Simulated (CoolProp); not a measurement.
The fluid at 298.15 K and 0.377 MPa expands adiabatically to 0.12 MPa with isentropic efficiency 1. The same conditions are run with several fluids, on thermodynamics alone (safety and materials aside).

Computed with CoolProp (reference Helmholtz-energy equation of state of each fluid (chlorine: Thol 2021; fluoroethane (R161): Wu 2012; R404A: Lemmon 2003; R410A: Lemmon 2003; methane: Setzmann 1991)). Blends and air are pseudo-pure fits.

Problem. Rank chlorine, fluoroethane (R161), R404A, R410A, methane by work (kJ/kg), highest first.

Solution. methane (154), fluoroethane (R161) (51.6), R410A (34.4), chlorine (33.6), R404A (26.1)

```tsv
fluid	final temperature (K)	final phase	final density (kg/m³)
chlorine	243.1	two-phase, vapour fraction 0.963	4.51
fluoroethane (R161)	248.9	gas	2.88
R404A	262.9	gas	5.54
R410A	249.8	gas	4.33
methane	226.1	gas	1.03
```
